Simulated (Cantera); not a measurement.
Input: 1 mol Si, 2 mol H2, equilibrated at 100 Torr.

Method: chemical equilibrium by Gibbs-energy minimisation in Cantera with the NASA 1993 tables (ideal gas, pure condensed phases). Candidate condensed phases: Si; 9 gas species. Gases not in the tables: Si2H6 and higher silanes. The numbers say what is thermodynamically allowed, not how fast it happens.

Task: At 1700 K, list the 3 most abundant gas species with their mole fractions, and the condensed phases.

Result: H2 1.000, H 0.000403, SiH2 1.42e-5. Condensed: Si(l).
